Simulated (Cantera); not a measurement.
A closed system holds: 1 mol CHF3, 0.37 mol HCl, 2.4 mol H2, held at 420 Pa.

These are equilibrium values from Cantera (NASA tables, ideal gas, pure condensed phases), not measurements of a reactor. Candidate condensed phases: C, C6H6, C7H8, C8H18; 118 gas species. Kinetics and transport are ignored.

Question: At 1425 °C, list the 5 most abundant gas species with their mole fractions, and the condensed phases.

Answer: HF 0.628, H2 0.293, HCl 0.0773, H 0.00121, Cl 0.000248. Condensed: C(graphite).
